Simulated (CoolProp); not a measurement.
Saturation properties of tetradecamethylhexasiloxane (MD4M).

Values from CoolProp's reference Helmholtz-energy equation of state, Thol 2019.

```tsv
T (K)	p (kPa)	liquid density (kg/m³)	enthalpy of vaporisation (kJ/kg)	liquid cp (kJ/(kg K))	vapour Z
450.6	10.47	734.5	124.8	2.038	0.9776
472.8	21.54	710.2	117.7	2.081	0.9613
494.9	40.44	684.9	110.5	2.124	0.9381
517	70.57	658.2	103.0	2.168	0.9067
539.1	116.0	629.5	94.95	2.214	0.8657
561.2	181.5	598.1	86.19	2.265	0.8134
583.3	272.8	562.5	76.30	2.327	0.7472
605.4	397.0	520.0	64.48	2.418	0.6628
```

It boils at 532.8 K under 1 atm.
